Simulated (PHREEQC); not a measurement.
# Copper plating or etch bath with single salt, acid or base

Solution A (0.0034 mol Cu(NO3)2, 0.15 mol H2SO4 and 0.0016 mol NaCl per kg of water) is mixed with solution B (6.4 mmol/kgw Ag2SO4) at 20 °C; shares are by mass of water, 1 kg in all. Oxygen is held at 0.21 atm. The system is closed to CO2. Precipitation was switched off in this run.

Model: ion-association model, wateq4f.dat, run in PHREEQC.

### Question
Predict pH, Ag+ (mol/kgw), HSO4- (mol/kgw) at share of solution B = 0, 0.1, 0.3, 0.4, 0.8.

### Answer
```json
[
 {"share of solution B": "0", "pH": "0.85", "Ag+ (mol/kgw)": "0", "HSO4- (mol/kgw)": "0.124"},
 {"share of solution B": "0.1", "pH": "0.89", "Ag+ (mol/kgw)": "0.000622", "HSO4- (mol/kgw)": "0.110"},
 {"share of solution B": "0.3", "pH": "0.99", "Ag+ (mol/kgw)": "0.00267", "HSO4- (mol/kgw)": "0.0839"},
 {"share of solution B": "0.4", "pH": "1.05", "Ag+ (mol/kgw)": "0.00385", "HSO4- (mol/kgw)": "0.0708"},
 {"share of solution B": "0.8", "pH": "1.48", "Ag+ (mol/kgw)": "0.00898", "HSO4- (mol/kgw)": "0.0207"}
]
```

Along this series the solution becomes supersaturated in solids that the run did not let form, among them Cerargyrite.
